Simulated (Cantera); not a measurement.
An isothermal, constant-pressure homogeneous reactor starts with CH₄ : CO₂ = 1 : 2.6 (molar parts), at 1600 K and 100.0 Torr. Integrator tolerance rtol = 1e-08.

Cantera simulation using GRI-Mech 3.0 (53 species, 325 reactions); the numbers are that mechanism's predictions, not measurements.

Question: What does this change do: CO2 2.6 to 1.3 parts?

Answer: 
```
quantity                                             before                                    after
-----------------  ----------------------------------------  ---------------------------------------
x(CH₄) at 90.0 s   6.80e-7 (gas-phase equilibrium 6.77e-10)  0.00177 (gas-phase equilibrium 1.86e-8)
x(CO₂) at 90.0 s        0.131 (gas-phase equilibrium 0.131)    0.0221 (gas-phase equilibrium 0.0204)
x(C₂H₆) at 90.0 s     <1e-12 (gas-phase equilibrium <1e-12)   2.22e-8 (gas-phase equilibrium <1e-12)
x(HCO) at 90.0 s    5.09e-9 (gas-phase equilibrium 5.10e-9)  7.20e-9 (gas-phase equilibrium 7.34e-9)
x(H) at 90.0 s      6.73e-5 (gas-phase equilibrium 6.74e-5)  9.51e-5 (gas-phase equilibrium 9.67e-5)
```

Question: What does this change do: CO2 2.6 to 0.56 parts?

Answer: 
```json
[
 {"quantity": "x(CH₄) at 90.0 s", "before": "6.80e-7 (gas-phase equilibrium 6.77e-10)", "after": "0.00474 (gas-phase equilibrium 0.00457)"},
 {"quantity": "x(CO₂) at 90.0 s", "before": "0.131 (gas-phase equilibrium 0.131)", "after": "0.000103 (gas-phase equilibrium 7.54e-8)"},
 {"quantity": "x(C₂H₆) at 90.0 s", "before": "<1e-12 (gas-phase equilibrium <1e-12)", "after": "1.88e-7 (gas-phase equilibrium 1.81e-7)"},
 {"quantity": "x(HCO) at 90.0 s", "before": "5.09e-9 (gas-phase equilibrium 5.10e-9)", "after": "6.00e-9 (gas-phase equilibrium 6.01e-9)"},
 {"quantity": "x(H) at 90.0 s", "before": "6.73e-5 (gas-phase equilibrium 6.74e-5)", "after": "0.000113 (gas-phase equilibrium 0.000113)"}
]
```
GRI-Mech 3.0 stops at C3 and has no aromatics, soot or wall deposition, so with more carbon than oxygen in the feed, carbon stays in small species such as C2H2 where larger ones or solid carbon would form.
